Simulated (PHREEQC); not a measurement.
Solution (20 °C): 0.67 mol HF, 0.0019 mol (CH3)4NF and 0.0001 mol H2SiF6 per kg of water. Closed to the air; pH follows from the charge balance.

Equilibrium calculation in PHREEQC: ion-association model, phreeqc.dat.

```json
[
 {"quantity": "pH", "before": "1.43", "after": "2.15"},
 {"quantity": "ionic strength (mol/kgw)", "before": "0.0458", "after": "0.00794"},
 {"quantity": "HF2- (mol/kgw)", "before": "0.0312", "after": "0.00139"},
 {"quantity": "F- (mol/kgw)", "before": "0.0143", "after": "0.00652"},
 {"quantity": "SI of Quartz (SiO2)", "before": "-13.36", "after": "-9.54"}
]
```

Q: Which change was made?
A) 0.0086 mol/kgw H3PO4 added
B) diluted 10-fold with water
C) diluted 100-fold with water
D) H2SiF6 from 0.0001 to 9e-05 mol/kgw
E) (CH3)4NF replaced by KF at the same molality

A: B, diluted 10-fold with water

No solid was allowed to form. (CH3)4N+ isn't in the database: it is added as a free cation with an ion size of 4 Å. SiF6-2 is the database's only silicon fluoride.
